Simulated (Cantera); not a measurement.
Input (Python, Cantera):

```python
import numpy as np
import cantera as ct

gas = ct.Solution("gri30.yaml")
gas.TPX = 600, 100000, {'CH4': 1, 'C2H6': 0.42, 'O2': 2.48, 'N2': 9.32}
flame = ct.FreeFlame(gas, width=0.04)
flame.set_refine_criteria(ratio=3, slope=0.08, curve=0.16)
flame.transport_model = "mixture-averaged"
flame.solve(loglevel=0, auto=True)
z, T = flame.grid, flame.T
thick = (T[-1] - T[0]) / np.gradient(T, z).max()
show = ['CH4', 'C2H6', 'O2', 'H2', 'NO2', 'CO']
print(f"laminar burning velocity  {flame.velocity[0] * 100:.3f} cm/s")
print(f"burnt temperature         {T[-1]:.1f} K")
print(f"thermal thickness         {thick * 1e3:.4f} mm")
print(f"grid points               {len(z)}")
z0 = z[flame.heat_release_rate.argmax()]
print(f"{'z/mm':>9s}{'T/K':>9s}{'u/(m/s)':>9s}" + "".join(f"{s:>11s}" for s in show))
rows = []
for k in (-3, -2, -1.5, -1, -0.5, -0.25, 0, 0.25, 0.5, 1, 2, 4, 8):
    zz = z0 + k * thick
    rows.append([k * thick, np.interp(zz, z, T), np.interp(zz, z, flame.velocity),
                 *(np.interp(zz, z, flame.X[gas.species_index(s)]) for s in show)])
    print(f"{rows[-1][0] * 1e3:9.3f}{rows[-1][1]:9.1f}{rows[-1][2]:9.3f}" + "".join(f"{x:11.3e}" for x in rows[-1][3:]))
```

Output:

```
laminar burning velocity  89.526 cm/s
burnt temperature         2209.1 K
thermal thickness         0.4069 mm
grid points               153
     z/mm      T/K  u/(m/s)        CH4       C2H6         O2         H2        NO2         CO
   -1.221    600.4    0.898  7.537e-02  3.168e-02  1.870e-01  3.184e-03  6.861e-10  9.493e-06
   -0.814    604.2    0.909  7.473e-02  3.149e-02  1.857e-01  8.642e-03  1.006e-08  1.150e-04
   -0.610    618.1    0.936  7.359e-02  3.121e-02  1.836e-01  1.487e-02  5.254e-08  5.419e-04
   -0.407    711.4    1.093  6.872e-02  2.972e-02  1.743e-01  2.652e-02  3.529e-07  3.986e-03
   -0.203   1150.7    1.824  4.868e-02  1.879e-02  1.303e-01  4.405e-02  4.231e-07  2.607e-02
   -0.102   1538.8    2.492  2.901e-02  6.584e-03  8.522e-02  5.282e-02  9.122e-08  5.205e-02
    0.000   1878.2    3.090  9.532e-03  3.898e-04  3.948e-02  5.687e-02  1.023e-08  7.830e-02
    0.102   2049.2    3.384  1.661e-03  5.322e-06  1.384e-02  5.567e-02  2.093e-09  8.847e-02
    0.203   2105.4    3.473  2.434e-04  1.154e-07  4.550e-03  5.451e-02  1.343e-09  8.776e-02
    0.407   2131.1    3.504  8.007e-06  1.584e-10  8.232e-04  5.503e-02  1.424e-09  8.320e-02
    0.814   2145.8    3.521  6.407e-08  1.128e-14  3.536e-04  5.620e-02  1.601e-09  8.069e-02
    1.628   2162.4    3.544  2.221e-10  1.751e-18  2.361e-04  5.661e-02  1.637e-09  8.059e-02
    3.255   2180.8    3.570  5.071e-13  1.048e-21  1.310e-04  5.686e-02  1.565e-09  8.093e-02
```

Model: GRI-Mech 3.0 (53 species, 325 reactions), integrated in Cantera. Burning velocities carry a grid error of a few per cent, more on coarse grids.
